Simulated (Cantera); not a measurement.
A Cantera script and its output.

```python
import numpy as np
import cantera as ct

gas = ct.Solution("h2o2.yaml")
gas.TPX = 973, 190, {'H2': 0.0099, 'O2': 1}
reactor = ct.IdealGasConstPressureReactor(gas, energy="off", clone=False)
net = ct.ReactorNet([reactor])
net.rtol, net.atol = 1e-08, 1e-18
show = ['H2', 'O2', 'O', 'H2O2', 'OH']
times = np.geomspace(8e-06, 90, 10)

steps = ct.SolutionArray(gas, extra=["t"])
rows = []
print(f"{'t/s':>10s}{'T/K':>9s}{'P/Pa':>11s}" + "".join(f"{s:>11s}" for s in show))
for t in times:
    while net.time < t:
        t_next = net.step()
        steps.append(gas.state, t=t_next)
    rows.append([np.interp(t, steps.t, y) for y in (steps.T, steps.P, *steps(*show).X.T)])
    print(f"{t:10.3e}{rows[-1][0]:9.1f}{rows[-1][1]:11.4g}" + "".join(f"{x:11.3e}" for x in rows[-1][2:]))
rate = np.gradient(steps.T, steps.t)
print("integrator steps:", len(steps.t))
if steps.T.max() > steps.T[0] + 200:
    print(f"time of steepest temperature rise: {steps.t[rate.argmax()]:.4e} s")
gas.TPX = 973, 190, {'H2': 0.0099, 'O2': 1}
gas.equilibrate("TP")
print(f"equilibrium (TP): T = {gas.T:.1f} K  " + "  ".join(f"{s} {gas[s].X[0]:.3e}" for s in show))
```

Result:

```
       t/s      T/K       P/Pa         H2         O2          O       H2O2         OH
 8.000e-06    973.0        190  9.803e-03  9.902e-01  1.921e-16  2.163e-21  1.920e-16
 4.859e-05    973.0        190  9.803e-03  9.902e-01  6.727e-15  7.679e-20  6.704e-15
 2.951e-04    973.0        190  9.803e-03  9.902e-01  2.277e-13  2.797e-18  2.233e-13
 1.793e-03    973.0        190  9.803e-03  9.902e-01  5.904e-12  1.030e-16  5.244e-12
 1.089e-02    973.0        190  9.803e-03  9.902e-01  1.264e-10  3.806e-15  7.687e-11
 6.613e-02    973.0        190  9.803e-03  9.902e-01  1.402e-07  1.796e-13  7.152e-08
 4.017e-01    973.0        190  5.033e-05  9.826e-01  7.093e-03  2.597e-09  3.327e-04
 2.440e+00    973.0        190  2.161e-05  9.864e-01  3.486e-03  2.407e-09  2.212e-04
 1.482e+01    973.0        190  2.417e-06  9.897e-01  3.937e-04  2.181e-09  7.442e-05
 9.000e+01    973.0        190  9.688e-08  9.901e-01  1.636e-05  1.024e-09  1.521e-05
integrator steps: 1679
equilibrium (TP): T = 973.0 K  H2 8.739e-12  O2 9.901e-01  O 1.555e-09  H2O2 8.436e-13  OH 1.485e-07
```

Cantera simulation using the H2/O2 subset of GRI-Mech 3.0, which has no nitrogen chemistry; the numbers are that mechanism's predictions, not measurements. Radical loss at walls, strong at low pressure, is not modelled.
